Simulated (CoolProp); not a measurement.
Vapour-liquid equilibrium of CHF3 (R23) (1) + R143a (2) at 1.2 MPa; x and y are mole fractions of (1).

Model: multi-fluid Helmholtz-energy mixture model, Penoncello 2003 and Lemmon and Jacobsen 2000; pair parameters Bell 2016, in CoolProp.

| x | bubble temperature (K) | y at the bubble point | dew temperature at overall composition x (K) | liquid density (mol/L) |
|---|---|---|---|---|
| 0.05 | 292.9 | 0.110 | ___ | 11.44 |
| 0.2 | 282.8 | 0.397 | ___ | 12.30 |
| 0.35 | ___ | 0.610 | 284.6 | ___ |
| 0.5 | 265.8 | 0.756 | 278.6 | 14.03 |
| 0.65 | 259.4 | 0.855 | 271.6 | ___ |
| 0.8 | 254.2 | 0.927 | 263.1 | ___ |
| 0.95 | 249.8 | ___ | 252.4 | 16.70 |

Complete the blanks.


- 0.05, dew temperature at overall composition x (K): 294.7
- 0.2, dew temperature at overall composition x (K): 289.9
- 0.35, bubble temperature (K): 273.5
- 0.35, liquid density (mol/L): 13.17
- 0.65, liquid density (mol/L): 14.89
- 0.8, liquid density (mol/L): 15.77
- 0.95, y at the bubble point: 0.983

No azeotrope shows between x = 0.05 and 0.95.

Pair parameters are fitted to limited data, so mixtures are less certain than the pure fluids.
